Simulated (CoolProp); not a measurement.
A simple Rankine cycle with R365MFC: condensing at 323.15 K, boiler at 0.581 MPa, turbine inlet 377.7 K, turbine efficiency 0.75, pump efficiency 0.7, no recuperator. Each further row changes one setting.

Model: reference Helmholtz-energy equation of state, Lemmon 2016, in CoolProp.

| case | thermal efficiency (%) | net work (kJ/kg) | heat in (kJ/kg) | turbine exit temperature (K) | volume ratio over the turbine |
|---|---|---|---|---|---|
| as stated | 8.1 | 19.1 | 234 | 352.3 | 4.27 |
| turbine inlet 397.7 K | 7.9 | 20.6 | 259 | 373.4 | 4.19 |
| condensing temperature 315.15 K | 9.3 | 22.9 | 246 | 348.2 | 5.61 |
| boiler pressure 0.407 MPa | 6.2 | 14.9 | 238 | 359.9 | 2.90 |
| turbine efficiency 0.65 | 7.0 | 16.5 | 234 | 354.7 | 4.31 |
